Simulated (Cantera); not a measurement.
An isothermal, constant-pressure homogeneous reactor starts with 29.4 % CH4, 70.6 % H2O, at 1498 K and 1.09 atm.

Computed with Cantera and GRI-Mech 3.0 (53 species, 325 reactions).

Predict: x(CH4) at 10.0 s; x(H2O) at 10.0 s; x(CH2CO) at 10.0 s; x(HCO) at 10.0 s; x(CO) at 10.0 s; x(H2) at 10.0 s.


```
Quantity                                               Value
------------------  ----------------------------------------
x(CH4) at 10.0 s      0.0482 (gas-phase equilibrium 7.15e-7)
x(H2O) at 10.0 s         0.369 (gas-phase equilibrium 0.234)
x(CH2CO) at 10.0 s  6.92e-6 (gas-phase equilibrium 3.65e-12)
x(HCO) at 10.0 s     1.73e-9 (gas-phase equilibrium 3.60e-9)
x(CO) at 10.0 s         0.0868 (gas-phase equilibrium 0.160)
x(H2) at 10.0 s          0.443 (gas-phase equilibrium 0.581)
```
